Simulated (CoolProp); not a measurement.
Model: reference Helmholtz-energy equation of state, Setzmann 1991, in CoolProp.

Task: For methane, give the phase and the speed of sound (m/s), Prandtl number at 259.8 K and 36.4 kPa; 259.8 K and 2730 kPa; 259.8 K and 11500 kPa.

Result: 
- 259.8 K and 36.4 kPa: gas; speed of sound 421, Prandtl number 0.739
- 259.8 K and 2730 kPa: gas; speed of sound 407, Prandtl number 0.803
- 259.8 K and 11500 kPa: supercritical; speed of sound 415, Prandtl number 1.22

Viscosity comes from a separate model (Quiñones-Cisneros 2006). Thermal conductivity comes from a separate model (Friend 1989).
